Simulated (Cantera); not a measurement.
Cantera run:

```python
import numpy as np
import cantera as ct

gas_names = """
    B2O2 HCL BOCL H2O
""".split()
cond_names = """
    B(b) B(L)
""".split()


# ... load() reads the species with a 1 bar reference pressure and builds the phases ...
species = {s.name: s for s in load("nasa_gas.yaml", gas_names) + load("nasa_condensed.yaml", cond_names)}
# Each term lists the table entries of one substance; the one whose range holds T is used.
reactions = {
    '3 B2O2(g) + 4 HCl(g) = 4 BOCl(g) + 2 H2O(g) + 2 B':
        [(-3, ['B2O2']), (-4, ['HCL']), (4, ['BOCL']), (2, ['H2O']), (2, ['B(b)', 'B(L)'])],
}


def pick(names, T):
    return next(species[n] for n in names if species[n].thermo.min_temp <= T <= species[n].thermo.max_temp)


results = []
for label, terms in reactions.items():
    print(label)
    print("     T/K   dH/kJ  dS/(J/K)   dG/kJ   log10 K")
    for T in [300, 2248, 2298, 2348, 2398, 2448, 2498, 2548]:
        used = [(nu, pick(names, T)) for nu, names in terms]
        dH = sum(nu * s.thermo.h(T) for nu, s in used) / 1e6
        dS = sum(nu * s.thermo.s(T) for nu, s in used) / 1e3
        dG = dH - T * dS / 1e3
        logK = -dG * 1e6 / (ct.gas_constant * T * np.log(10))
        results.append((label, T, dH, dS, dG, logK, [s.name for _, s in used]))
        print(f"{T:8g} {dH:8.1f} {dS:8.1f} {dG:8.1f} {logK:8.2f}")
```

It prints:

```
3 B2O2(g) + 4 HCl(g) = 4 BOCl(g) + 2 H2O(g) + 2 B
     T/K   dH/kJ  dS/(J/K)   dG/kJ   log10 K
     300    -11.5   -136.5     29.4    -5.12
    2248     -3.6   -136.3    302.9    -7.04
    2298     -3.0   -136.1    309.7    -7.04
    2348     -2.3   -135.8    316.5    -7.04
    2398     98.9    -92.7    321.2    -7.00
    2448     99.7    -92.4    325.8    -6.95
    2498    100.5    -92.0    330.4    -6.91
    2548    101.3    -91.7    335.0    -6.87
```

Source: NASA polynomial tables (part measured, part estimated), evaluated in Cantera. The tables' values for BOCl are old estimates. Condensed species are held in their standard states even where they would react or evaporate.
